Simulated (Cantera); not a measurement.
Feed: 1 mol SiCl4, 15 mol N2, equilibrated at 1150 °C and 36.8 Torr.

Method: chemical equilibrium by Gibbs-energy minimisation in Cantera with the NASA 1993 tables (ideal gas, pure condensed phases). Candidate condensed phases: Si, Si3N4; 13 gas species. The tables' values for SiCl3 are old estimates; treat these amounts as uncertain. Rates play no part.

Base state: N2 0.937, SiCl4 0.0618, Cl 0.000650, SiCl3 0.000635, SiCl2 2.58e-5, Cl2 1.81e-5 (mole fractions); condensed: gas only.

Q: What changes in the equilibrium state with this change: temperature from 1150 °C to 1402 °C?

A: 
```
species    before     after
-------  --------  --------
N2          0.937     0.929
SiCl4      0.0618    0.0544
Cl       0.000650   0.00869
SiCl2     2.58e-5   0.00142
SiCl3    0.000635   0.00611
Cl2       1.81e-5  0.000131
```

Q: What changes in the equilibrium state with this change: temperature from 1150 °C to 1827 °C?

A: 
```
species    before     after
-------  --------  --------
N2          0.937     0.851
Cl       0.000650    0.0917
SiCl2     2.58e-5    0.0398
SiCl4      0.0618   0.00411
SiCl3    0.000635    0.0128
SiCl        <1e-9   2.38e-5
Cl2       1.81e-5  0.000365
```
The tables' values for SiCl3, SiCl are old estimates; treat these amounts as uncertain.
